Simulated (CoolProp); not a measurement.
Vapour-liquid equilibrium of sulfur hexafluoride (1) + R113 (2) at 280.2 K; x and y are mole fractions of (1).

The numbers come from the multi-fluid Helmholtz-energy mixture model, Guder 2009 and Marx 1992; pair parameters Bell 2016 in CoolProp.

```csv
x,"bubble pressure, mixture model (bar)","bubble pressure, Raoult's law (bar)","y, mixture model","y, Raoult's law"
0.05,1.578,0.9558,0.863,0.792
0.15,2.639,2.448,0.918,0.927
0.25,3.108,3.941,0.931,0.960
0.35,3.610,5.433,0.943,0.975
0.45,4.350,6.926,0.956,0.983
0.55,5.451,8.419,0.970,0.989
0.65,7.013,9.911,0.982,0.993
0.75,9.080,11.40,0.991,0.995
0.85,11.53,12.90,0.996,0.998
0.95,14.00,14.39,0.999,0.999
```

The largest gap from Raoult's law is +65.1 % in bubble pressure, at x = 0.05. No azeotrope shows between x = 0.05 and 0.95.

Pair parameters are fitted to limited data, so mixtures are less certain than the pure fluids. The gap from Raoult's law changes sign with composition, which may be real or a fault of the pair parameters; it wasn't checked against measurements. With so large a gap from Raoult's law the liquid may split in two, which this calculation doesn't test in full.
